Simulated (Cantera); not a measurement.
A perfectly stirred reactor is fed with 13.0 % H2, 8.70 % O2, 78.3 % N2, at 0.360 bar; it is held at 1350 K, and followed from long to short residence time.

Model: the H2/O2 subset of GRI-Mech 3.0, which has no nitrogen chemistry, integrated in Cantera. The temperature is held fixed by assumption; the heat of reaction is taken as removed at once.

x: mole fraction; the columns are a selection and need not sum to one.

```json
[
 {"τ (s)": "17", "x H2": "3.20e-5", "x O2": "0.0232", "x H2O2": "4.59e-8", "x O": "(withheld)", "x HO2": "3.33e-7", "x H2O": "0.139"},
 {"τ (s)": "5.2", "x H2": "7.04e-5", "x O2": "0.0232", "x H2O2": "8.43e-8", "x O": "(withheld)", "x HO2": "6.79e-7", "x H2O": "0.139"},
 {"τ (s)": "1.6", "x H2": "0.000155", "x O2": "0.0232", "x H2O2": "1.48e-7", "x O": "(withheld)", "x HO2": "1.30e-6", "x H2O": "0.139"},
 {"τ (s)": "0.47", "x H2": "0.000348", "x O2": "0.0233", "x H2O2": "2.53e-7", "x O": "(withheld)", "x HO2": "2.31e-6", "x H2O": "0.139"},
 {"τ (s)": "0.14", "x H2": "0.000768", "x O2": "0.0234", "x H2O2": "4.05e-7", "x O": "(withheld)", "x HO2": "3.57e-6", "x H2O": "0.138"},
 {"τ (s)": "0.042", "x H2": "0.00165", "x O2": "0.0237", "x H2O2": "6.06e-7", "x O": "(withheld)", "x HO2": "4.80e-6", "x H2O": "0.137"},
 {"τ (s)": "0.013", "x H2": "0.00334", "x O2": "0.0244", "x H2O2": "8.24e-7", "x O": "(withheld)", "x HO2": "5.77e-6", "x H2O": "0.134"},
 {"τ (s)": "0.0038", "x H2": "0.00654", "x O2": "0.0261", "x H2O2": "1.01e-6", "x O": "(withheld)", "x HO2": "6.58e-6", "x H2O": "0.128"}
]
```

Complete the blanks.


- 17, x O: 8.11e-6
- 5.2, x O: 1.80e-5
- 1.6, x O: 4.00e-5
- 0.47, x O: 9.16e-5
- 0.14, x O: 0.000207
- 0.042, x O: 0.000458
- 0.013, x O: 0.000972
- 0.0038, x O: 0.00206
